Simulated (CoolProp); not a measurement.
Properties of decamethylcyclopentasiloxane (D5) along the isobar 862 kPa.

Values from CoolProp's reference Helmholtz-energy equation of state, Thol 2019.

```tsv
T (K)	phase	Z	speed of sound (m/s)
508.1	liquid	0.1057	368.7
517.4	liquid	0.1058	345.8
526.7	liquid	0.1060	322.7
536.1	liquid	0.1065	299.1
545.4	liquid	0.1072	275.2
554.7	liquid	0.1082	250.8
564	liquid	0.1096	225.4
573.4	liquid	0.1116	198.6
582.7	liquid	0.1145	170.2
592	liquid	0.1189	138.7
601.3	liquid	0.1269	100.5
610.7	gas	0.5713	61.83
620	gas	0.6198	69.97
```
